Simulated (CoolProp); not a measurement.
R1132(E) along the isotherm 400 K: fugacity coefficient from the reference equation and from simpler models built on Tc = 348.8 K, pc = 5174 kPa, ω = 0.245; each cubic takes its own stable root.

Computed with CoolProp (reference Helmholtz-energy equation of state, Akasaka 2024).

| p (kPa) | phase | reference |
|---|---|---|
| 20.6 | gas | 0.9991 |
| 39 | gas | 0.9984 |
| 73.9 | gas | 0.9969 |
| 140 | gas | 0.9942 |
| 265 | gas | 0.9890 |
| 503 | gas | 0.9792 |
| 954 | gas | 0.9607 |
| 1810 | gas | 0.9261 |
| 3430 | gas | 0.8623 |
| 6500 | supercritical | 0.7471 |

Question: How far does each simpler model (van der Waals, Soave-Redlich-Kwong, Peng-Robinson) lie from the reference over these 10 states: mean and median of the absolute difference, and the worst?

Answer: 
- van der Waals: mean 0.1 %, median 0.0 %, worst -1.1 % at 400 K and 6500 kPa
- Soave-Redlich-Kwong: mean 0.2 %, median 0.0 %, worst +1.1 % at 400 K and 6500 kPa
- Peng-Robinson: mean 0.6 %, median 0.2 %, worst -2.6 % at 400 K and 6500 kPa
